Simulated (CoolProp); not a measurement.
o-xylene at several states: fugacity coefficient from the reference equation and from simpler models built on Tc = 630.3 K, pc = 37.37 bar, ω = 0.312; each cubic takes its own stable root.

The numbers come from the reference Helmholtz-energy equation of state, Zhou 2012 in CoolProp.

| T (K) | p (bar) | phase | reference |
|---|---|---|---|
| 555.8 | 0.241 | gas | 0.9963 |
| 375 | 0.663 | liquid | 0.4181 |
| 286.6 | 22.5 | liquid | 0.0002185 |
| 503 | 58.8 | liquid | 0.1125 |
| 550.9 | 7.22 | gas | 0.8881 |

Problem. How far does each simpler model (van der Waals, Soave-Redlich-Kwong, Peng-Robinson) lie from the reference over these 5 states: mean and median of the absolute difference, and the worst?

Solution. 
- van der Waals: mean 2582.6 %, median 128.1 %, worst +12646.0 % at 286.6 K and 22.5 bar
- Soave-Redlich-Kwong: mean 2.9 %, median 1.8 %, worst +6.3 % at 503 K and 58.8 bar
- Peng-Robinson: mean 1.8 %, median 0.8 %, worst +6.4 % at 286.6 K and 22.5 bar

At some of these states van der Waals gives the other phase, because its saturation line lies elsewhere.
